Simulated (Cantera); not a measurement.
## Pyrogenic steam for wet oxidation

An isothermal, constant-pressure homogeneous reactor starts with H2 : O2 : N2 = 1.9 : 0.56 : 15 (molar parts), equivalence ratio 1.7, at 800 K and 100000 Pa.

Computed with Cantera and the H2/O2 subset of GRI-Mech 3.0, which has no nitrogen chemistry. Below about 950 K walls govern HO2 and H2O2 in real vessels. The temperature is held fixed by assumption; the heat of reaction is taken as removed at once.

```json
[
 {"t (s)": "1.00e-6", "x H2": "0.109", "x O2": "0.0321", "x H": "<1e-12", "x O": "<1e-12", "x OH": "<1e-12"},
 {"t (s)": "4.35e-6", "x H2": "0.109", "x O2": "0.0321", "x H": "<1e-12", "x O": "<1e-12", "x OH": "<1e-12"},
 {"t (s)": "1.89e-5", "x H2": "0.109", "x O2": "0.0321", "x H": "<1e-12", "x O": "<1e-12", "x OH": "<1e-12"},
 {"t (s)": "8.23e-5", "x H2": "0.109", "x O2": "0.0321", "x H": "<1e-12", "x O": "<1e-12", "x OH": "<1e-12"},
 {"t (s)": "0.000358", "x H2": "0.109", "x O2": "0.0321", "x H": "<1e-12", "x O": "<1e-12", "x OH": "<1e-12"},
 {"t (s)": "0.00156", "x H2": "0.109", "x O2": "0.0321", "x H": "<1e-12", "x O": "<1e-12", "x OH": "<1e-12"},
 {"t (s)": "0.00678", "x H2": "0.109", "x O2": "0.0321", "x H": "<1e-12", "x O": "<1e-12", "x OH": "<1e-12"},
 {"t (s)": "0.0295", "x H2": "0.109", "x O2": "0.0321", "x H": "<1e-12", "x O": "<1e-12", "x OH": "<1e-12"},
 {"t (s)": "0.128", "x H2": "0.109", "x O2": "0.0321", "x H": "<1e-12", "x O": "<1e-12", "x OH": "<1e-12"},
 {"t (s)": "0.558", "x H2": "0.109", "x O2": "0.0321", "x H": "<1e-12", "x O": "<1e-12", "x OH": "<1e-12"},
 {"t (s)": "2.43", "x H2": "0.109", "x O2": "0.0321", "x H": "1.77e-11", "x O": "<1e-12", "x OH": "<1e-12"},
 {"t (s)": "10.6", "x H2": "0.109", "x O2": "0.0320", "x H": "6.12e-10", "x O": "2.31e-11", "x OH": "2.66e-11"},
 {"t (s)": "46.0", "x H2": "0.103", "x O2": "0.0289", "x H": "4.51e-9", "x O": "1.63e-10", "x OH": "2.51e-10"},
 {"t (s)": "200", "x H2": "0.0742", "x O2": "0.0143", "x H": "4.06e-9", "x O": "1.03e-10", "x OH": "1.97e-10"}
]
```
x: mole fraction; the columns are a selection and need not sum to one.

Equilibrium at this temperature and pressure: H2 0.0462, O2 <1e-12, H <1e-12, O <1e-12, OH <1e-12 (gas phase only).
